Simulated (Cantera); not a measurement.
Charge: 1 mol SiCl4, a varied amount of CH4, 480 mol H2, held at 1525 °C and 0.133 bar.

These are equilibrium values from Cantera (NASA tables, ideal gas, pure condensed phases), not measurements of a reactor. Candidate condensed phases: C, C6H6, C7H8, C8H18, Si, SiC; 109 gas species. Mutual solubility and eutectic melting of coexisting phases are not modelled. Gases not in the tables: Si2H6 and higher silanes. Equilibrium is a limit: real reactors are often held back by kinetics, nucleation or transport.

**Question.** Which condensed phases are stable at each of these points (n(CH4) (mol)): 0.015, 0.023, 0.035, 0.054, 0.083, 0.13, 0.2, 0.3, 0.46, 0.71, 1.1, 1.7?

**Answer.** 
```
n(CH4) (mol)      condensed phases  Si condensed (%)
------------  --------------------  ----------------
0.015               Si(l) + SiC(s)              87.2
0.023               Si(l) + SiC(s)              87.2
0.035               Si(l) + SiC(s)              87.2
0.054               Si(l) + SiC(s)              87.2
0.083               Si(l) + SiC(s)              87.2
0.13                Si(l) + SiC(s)              87.2
0.2                 Si(l) + SiC(s)              87.2
0.3                 Si(l) + SiC(s)              87.2
0.46                Si(l) + SiC(s)              87.3
0.71                Si(l) + SiC(s)              87.3
1.1                         SiC(s)              99.5
1.7           C(graphite) + SiC(s)              99.7
```

From 0.015 mol CH4 to 0.71 mol CH4 the condensed part is Si(l) + SiC(s). At 1.1 mol CH4 the condensed part is SiC(s). At 1.7 mol CH4 the condensed part is C(graphite) + SiC(s).
